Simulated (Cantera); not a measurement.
Equilibrium for silicon nitride deposition: SiHCl3 + N2 + H2

A closed system holds: 1 mol SiHCl3, 23 mol N2, 60 mol H2, at 195 Torr.

Method: chemical equilibrium by Gibbs-energy minimisation in Cantera with the NASA 1993 tables (ideal gas, pure condensed phases). Candidate condensed phases: NH4Cl, Si, Si3N4; 28 gas species. N2 is the only nitrogen source here; it is nearly inert below about 1500 K, so the nitride shown seldom forms there in practice. The tables' values for SiCl, SiCl3, SiN are old estimates; treat these amounts as uncertain. Gases not in the tables: Si2H6 and higher silanes. Kinetics and transport are ignored.

From 550 °C to 1650 °C the condensed part is Si3N4(s). At 1750 °C the condensed part is Si(l). The main Si-bearing gas is SiCl4 at 550 °C and SiCl2 at 1750 °C.

```csv
T (°C),log p H2,log p N2,log p HCl,log p H,log p SiCl2,log p Si,log p NH3,log p SiCl,n Si3N4(s),n Si(l)
550,-0.74,-1.16,-2.03,-11.50,-12.50,<-12,-4.31,<-12,0.333,0
650,-0.74,-1.16,-2.03,-9.98,-10.67,<-12,-4.69,<-12,0.333,0
750,-0.74,-1.16,-2.03,-8.75,-9.20,<-12,-4.99,<-12,0.333,0
850,-0.74,-1.16,-2.03,-7.74,-8.00,<-12,-5.24,<-12,0.333,0
950,-0.74,-1.16,-2.03,-6.89,-6.99,<-12,-5.46,<-12,0.333,0
1050,-0.74,-1.16,-2.03,-6.17,-6.15,<-12,-5.64,-11.37,0.333,0
1150,-0.74,-1.16,-2.03,-5.55,-5.42,-11.39,-5.79,-9.89,0.333,0
1250,-0.74,-1.16,-2.04,-5.01,-4.80,-9.72,-5.93,-8.61,0.331,0
1350,-0.74,-1.16,-2.04,-4.53,-4.26,-8.27,-6.05,-7.49,0.327,0
1450,-0.74,-1.16,-2.05,-4.11,-3.80,-6.98,-6.15,-6.52,0.316,0
1550,-0.74,-1.16,-2.07,-3.73,-3.42,-5.84,-6.25,-5.67,0.291,0
1650,-0.74,-1.16,-2.11,-3.40,-3.12,-4.82,-6.33,-4.93,0.246,0
1750,-0.74,-1.15,-2.12,-3.09,-3.13,-4.24,-6.41,-4.57,0,0.710
```
log p: log10 of the partial pressure in bar; n: condensed amount in mol.
